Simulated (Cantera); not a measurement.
Charge: 1 mol Si2Cl6, 0.75 mol Cl2, 350 mol H2, 0.17 mol HCl, equilibrated at 1302 °C and 101000 Pa.

These are equilibrium values from Cantera (NASA tables, ideal gas, pure condensed phases), not measurements of a reactor. Candidate condensed phases: Si; 19 gas species. The feed counts by its element totals alone. The tables' values for SiCl3 are old estimates; treat these amounts as uncertain. The numbers say what is thermodynamically allowed, not how fast it happens.

Question: What is the equilibrium state?

Answer: 
```json
{
 "x(H2)": "0.980",
 "x(HCl)": "0.0189",
 "x(SiCl2)": "0.00124",
 "x(H)": "4.09e-5",
 "x(SiCl3)": "3.77e-5",
 "x(SiH2Cl2)": "2.35e-5",
 "x(SiHCl3)": "2.06e-5",
 "x(SiH3Cl)": "7.96e-6",
 "x(SiH2)": "3.68e-6",
 "n(Si(s))": "1.53 mol",
 "gas_amount": "353.9 mol"
}
```
